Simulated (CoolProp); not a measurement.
CHF3 (R23) along the isotherm 180.5 K: Z from the reference equation and from simpler models built on Tc = 299.3 K, pc = 48.32 bar, ω = 0.263; each cubic takes its own stable root.

Model: reference Helmholtz-energy equation of state, Penoncello 2003, in CoolProp.

```csv
p (bar),phase,reference,van der Waals,Redlich-Kwong,Soave-Redlich-Kwong,Peng-Robinson
0.0764,gas,0.9961,0.9985,0.9978,0.9976,0.9975
0.145,gas,0.9925,0.9971,0.9959,0.9954,0.9952
0.275,gas,0.9857,0.9945,0.9922,0.9912,0.9909
0.987,liquid,0.003100,0.9802,0.9713,0.003626,0.003212
1.87,liquid,0.005872,0.9617,0.007088,0.006868,(withheld)
3.55,liquid,0.01114,0.9246,0.01345,0.01303,0.01155
6.72,liquid,0.02109,0.03744,0.02544,0.02466,0.02185
12.7,liquid,0.03981,(withheld),0.04800,0.04655,(withheld)
24.2,liquid,0.07574,(withheld),0.09121,0.08851,0.07848
```

**Question.** What belongs in the gaps?

**Answer.** 
- 1.87, Peng-Robinson: 0.006085
- 12.7, van der Waals: 0.07054
- 12.7, Peng-Robinson: 0.04126
- 24.2, van der Waals: 0.1336

At some of these states van der Waals, Redlich-Kwong gives the other phase, because its saturation line lies elsewhere.
